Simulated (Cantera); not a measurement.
A perfectly stirred reactor is fed with C2H6 : N2 = 1 : 71 (molar parts), at 38.3 Torr; it is held at 1800 K, and followed from long to short residence time.

Detailed kinetics in Cantera: GRI-Mech 3.0 (53 species, 325 reactions). GRI-Mech 3.0 stops at C3 and has no aromatics, soot or wall deposition, so with more carbon than oxygen in the feed, carbon stays in small species such as C2H2 where larger ones or solid carbon would form.

x: mole fraction; the columns are a selection and need not sum to one.

```tsv
τ (s)	x C2H6	x C2H4	x CH3	x H	x HCN	x H2
0.37	4.78e-6	(withheld)	0.000212	0.000427	0.000410	0.0256
0.22	7.87e-6	(withheld)	0.000272	0.000449	0.000332	0.0253
0.13	1.30e-5	(withheld)	0.000351	0.000473	0.000268	0.0250
0.076	2.17e-5	(withheld)	0.000455	0.000499	0.000213	0.0245
0.045	3.57e-5	(withheld)	0.000588	0.000528	0.000170	0.0240
0.026	6.01e-5	(withheld)	0.000769	0.000560	0.000133	0.0233
0.016	9.49e-5	(withheld)	0.000976	0.000591	0.000107	0.0225
0.0091	0.000161	(withheld)	0.00129	0.000629	8.22e-5	0.0214
```

Question: Fill in the missing entries.

Answer: 
- 0.37, x C2H4: 2.96e-5
- 0.22, x C2H4: 4.69e-5
- 0.13, x C2H4: 7.47e-5
- 0.076, x C2H4: 0.000119
- 0.045, x C2H4: 0.000188
- 0.026, x C2H4: 0.000298
- 0.016, x C2H4: 0.000445
- 0.0091, x C2H4: 0.000699
